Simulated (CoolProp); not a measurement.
Properties of R1234yf along the isobar 4.19 MPa (Tc = 367.8 K, pc = 3.384 MPa, ω = 0.276).

Model: reference Helmholtz-energy equation of state, Lemmon 2022, in CoolProp.

```csv
T (K),phase,density (kg/m³),cp (kJ/(kg K))
173.7,liquid,1451,1.101
207.5,liquid,1368,1.140
241.2,liquid,1282,1.202
275,liquid,1188,1.281
308.7,liquid,1079,1.390
342.5,liquid,936.4,1.597
376.2,supercritical,597.9,4.275
410,supercritical,217.8,1.579
```

The peak of cp marks the crossing from liquid-like to gas-like fluid above the critical point.
